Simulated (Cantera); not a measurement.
Input: 1 mol Si₃N₄, 0.13 mol H₂, 0.0099 mol C, equilibrated at 2048 K and 13.3 mbar.

Method: chemical equilibrium by Gibbs-energy minimisation in Cantera with the NASA 1993 tables (ideal gas, pure condensed phases). Mutual solubility and eutectic melting of coexisting phases are not modelled. The tables' values for SiN are old estimates; treat these amounts as uncertain. Kinetics and transport are ignored.

```tsv
species	before	after
N₂	0.931	0.623
Si	0.00567	0.315
H₂	0.0580	0.0281
H	0.00467	0.0242
Si₃	1.38e-5	0.000765
Si₂	6.58e-5	0.00365
Si₂C	0.000189	0.00303
SiN	0.000147	0.000896
Si₂N	0.000185	0.00113
HCN	0.000269	4.41e-5
Si(l), mol	2.98	1.93
SiC(s), mol	0.00887	0
```
Gas species are given as mole fractions.

Question: What was changed between the two runs?
(A) pressure from 13.3 mbar to 24.0 Pa
(B) temperature from 2048 K to 2475 K
(C) temperature from 2048 K to 2675 K
(D) temperature from 2048 K to 2498 K

Answer: A, pressure from 13.3 mbar to 24.0 Pa
